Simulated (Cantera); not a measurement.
An adiabatic, constant-volume homogeneous reactor starts with CO : H2 : CH4 : O2 : N2 = 1 : 0.04 : 0.81 : 1.78 : 6.71 (molar parts), at 1000 K and 3080 Torr. Integrator tolerance rtol = 1e-08.

Model: GRI-Mech 3.0 (53 species, 325 reactions), integrated in Cantera.

Task: What does this change do: H2 0.04 to 0.018 parts?

Result: 
| quantity | before | after |
|---|---|---|
| time of steepest temperature rise | 0.185 s | 0.374 s |
| temperature at 8.00 s | 2906 K | 2905 K |
| equilibrium temperature | 2906 K | 2905 K |
| x(CO) at 8.00 s | 0.0791 (gas-phase equilibrium 0.0791) | 0.0783 (gas-phase equilibrium 0.0783) |
| x(H2) at 8.00 s | 0.0157 (gas-phase equilibrium 0.0157) | 0.0153 (gas-phase equilibrium 0.0153) |
| x(CH4) at 8.00 s | <1e-12 (gas-phase equilibrium <1e-12) | <1e-12 (gas-phase equilibrium <1e-12) |
| x(CH2O) at 8.00 s | 6.01e-9 (gas-phase equilibrium 6.01e-9) | 5.77e-9 (gas-phase equilibrium 5.77e-9) |
| x(C2H6) at 8.00 s | <1e-12 (gas-phase equilibrium <1e-12) | <1e-12 (gas-phase equilibrium <1e-12) |
